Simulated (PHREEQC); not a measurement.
Consider water at 25 °C with 0.59 mol/kgw Na2SO4, 0.08 mol/kgw KCl and 0.11 mol/kgw NaCl. Closed to the air; pH follows from the charge balance.

Computed with PHREEQC (Pitzer model, pitzer.dat).

**Question.** The ionic strength comes out as 1.96 mol/kgw. What activity coefficients do Cl-, Na+, SO4-2, K+ get?

**Answer.** Cl- 0.57, Na+ 0.51, SO4-2 0.056, K+ 0.46. Single-ion values are on the MacInnes scale.

Precipitation was switched off in this run. Complexes and solids missing from the database can't appear.
